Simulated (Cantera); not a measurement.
What does this Cantera script print?

```python
import numpy as np
import cantera as ct

gas_names = """
    H HNO HNO2 HNO3 HO2 H2 H2O H2O2 Hg N NH NH2 NH3 NH2OH NO NO2 NO3 N2 N2H2 N2H4 N2O O OH O2 O3
""".split()
cond_names = """
    H2O(s) H2O(L) Hg(cr) Hg(L) HgO(s)
""".split()


# ... load() reads the species with a 1 bar reference pressure and builds the phases ...
atoms = {
    'HgO': {'Hg': 1, 'O': 1},
    'H2': {'H': 2},
    'N2': {'N': 2},
}
top_T = {}  # K; cautious upper limits of use, not melting points


# ... equilibrate(T, P, feed) seeds the gas with the atoms and calls Mixture.equilibrate('TP', solver="vcs", rtol=1e-11, max_steps=5000) ...
results = []
feed = {'HgO': 1, 'H2': 0.26, 'N2': 0.61}  # mol
T = 1248  # K
P = 18  # Pa
mix = equilibrate(T, P, feed)
results.append((T, P, feed, dict(zip(mix.species_names, mix.species_moles))))
print(gas.report(threshold=1e-06))
for i in range(1, mix.n_phases):
    print(f"{mix.phase(i).name:16s} {mix.phase_moles(i):12.5e} mol")
```

Output:

```
       temperature   1248 K
          pressure   18 Pa
           density   0.00018137 kg/m^3
  mean mol. weight   104.55 kg/kmol
   phase of matter   gas

                          1 kg             1 kmol
                     ---------------   ---------------
          enthalpy        2.4593e+05        2.5713e+07  J
   internal energy        1.4669e+05        1.5337e+07  J
           entropy            2939.9        3.0738e+05  J/K
    Gibbs function       -3.4231e+06        -3.579e+08  J
 heat capacity c_p            282.76             29564  J/K
 heat capacity c_v            203.24             21249  J/K

                      mass frac. Y      mole frac. X     chem. pot. / RT
                     ---------------   ---------------   ---------------
               H2O          0.019995           0.11604           -59.683
                Hg           0.85649           0.44642           -26.234
                NO        4.1615e-05          0.000145           -36.509
                N2          0.072945           0.27225           -35.389
                 O        3.0846e-07        2.0158e-06           -18.814
                OH        7.9839e-06        4.9083e-05           -39.249
                O2          0.050525           0.16509           -37.629
     [  +18 minor]        2.5007e-08        7.6179e-07

Hg(L)             0.00000e+00 mol
```

Method: chemical equilibrium by Gibbs-energy minimisation in Cantera with the NASA 1993 tables (ideal gas, pure condensed phases).
